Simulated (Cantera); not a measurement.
A freely propagating, adiabatic, planar premixed flame of H₂ : O₂ : N₂ = 1 : 0.385 : 1.85 (molar parts), equivalence ratio 1.3, unburnt at 325 K and 13300 Pa; mixture-averaged transport, grid criteria slope 0.08 and curve 0.16, no radiation.

Detailed kinetics in Cantera: the H2/O2 subset of GRI-Mech 3.0, which has no nitrogen chemistry. Burning velocities carry a grid error of a few per cent, more on coarse grids.

Task: Predict: laminar burning velocity; thermal thickness; peak x(OH); peak x(H); peak x(O).

Result: laminar burning velocity: 208 cm/s
thermal thickness: 5.41 mm
peak x(OH): 0.00771
peak x(H): 0.0799
peak x(O): 0.00655
